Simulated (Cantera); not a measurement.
# Thermodynamics of hydrogen reduction and annealing atmospheres, feed ZrO2 + H2 + H2O

A closed system holds: 1 mol ZrO2, 720 mol H2, 0.038 mol H2O, at 1400 K and 0.133 bar.

These are equilibrium values from Cantera (NASA tables, ideal gas, pure condensed phases), not measurements of a reactor. Candidate condensed phases: H2O, Zr, ZrO2; 12 gas species. Rates play no part.

- x(H2): 1.000
- x(H2O): 5.28e-5
- x(H): 1.33e-5
- n(ZrO2(monoclinic)): 1.00 mol
- gas amount: 720.0 mol
- log10 activity of Zr(β) (absent): -9.90
